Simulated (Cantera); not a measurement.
Moist CO burnout

An isothermal, constant-pressure homogeneous reactor starts with CO : O2 : H2O : N2 = 0.011 : 0.036 : 0.047 : 1 (molar parts), equivalence ratio 0.15, at 1300 K and 120000 Pa.

Cantera simulation using GRI-Mech 3.0 (53 species, 325 reactions); the numbers are that mechanism's predictions, not measurements.

```
t (s)         x CO    x O2   x H2O     x CO2     x HO2     x N2O
--------  --------  ------  ------  --------  --------  --------
7.00e-6     0.0101  0.0329  0.0430  6.03e-10  4.89e-11    <1e-12
2.88e-5     0.0101  0.0329  0.0430   2.82e-9  2.27e-10    <1e-12
0.000118    0.0101  0.0329  0.0430   2.94e-8   3.00e-9    <1e-12
0.000487    0.0100  0.0329  0.0430   1.19e-5   1.25e-6  2.71e-10
0.00201    0.00246  0.0291  0.0428   0.00763   7.39e-6   2.76e-7
0.00825   0.000160  0.0281  0.0431   0.00994   1.07e-6   4.51e-7
0.0339     7.56e-6  0.0280  0.0432    0.0101   7.78e-8   4.78e-7
0.140      1.93e-7  0.0280  0.0432    0.0101   9.13e-9   3.86e-7
0.574      9.60e-9  0.0280  0.0432    0.0101   5.76e-9   1.45e-7
2.36       8.49e-9  0.0280  0.0432    0.0101   5.69e-9   1.41e-8
9.72       8.49e-9  0.0280  0.0432    0.0101   5.69e-9   1.23e-8
40.0       8.49e-9  0.0280  0.0432    0.0101   5.69e-9   1.23e-8
```
x: mole fraction; the columns are a selection and need not sum to one.

Equilibrium at this temperature and pressure: CO 8.50e-9, O2 0.0279, H2O 0.0432, CO2 0.0101, HO2 5.67e-9, N2O 1.23e-8 (gas phase only).
